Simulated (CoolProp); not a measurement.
The fluid at 446.84 K and 1.66 MPa is throttled through a valve to 0.754 MPa with no heat exchange. The same conditions are run with several fluids, on thermodynamics alone (safety and materials aside).

The numbers come from the reference Helmholtz-energy equation of state of each fluid (benzene: Thol 2012; n-undecane: Aleksandrov 2011; water: Wagner 2002; 1,2-dichloroethane: Thol 2015; propylene glycol: Eisenbach 2021) in CoolProp.

| fluid | temperature change (K) | final phase | final density (kg/m³) |
|---|---|---|---|
| benzene | -10.6 | two-phase, vapour fraction 0.074 | 192 |
| n-undecane | +0.2 | liquid | 620 |
| water | -5.7 | two-phase, vapour fraction 0.012 | 235 |
| 1,2-dichloroethane | -9.4 | two-phase, vapour fraction 0.053 | 314 |
| propylene glycol | +0.2 | liquid | 907 |
